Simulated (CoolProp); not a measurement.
Vapour-liquid equilibrium of carbon dioxide (1) + propylene (2) at -44.15 °C; x and y are mole fractions of (1).

Values from CoolProp's multi-fluid Helmholtz-energy mixture model, Span 1996 and Lemmon 2013; pair parameters Bell 2016.

Give the bubble pressure and the first vapour's composition at x = 0.2, 0.5, 0.725. Is there an azeotrope?

x = 0.2: 0.3828 MPa, y = 0.728; x = 0.5: 0.6187 MPa, y = 0.868; x = 0.725: 0.7272 MPa, y = 0.916. No azeotrope shows between x = 0.05 and 0.95.

Pair parameters are fitted to limited data, so mixtures are less certain than the pure fluids.
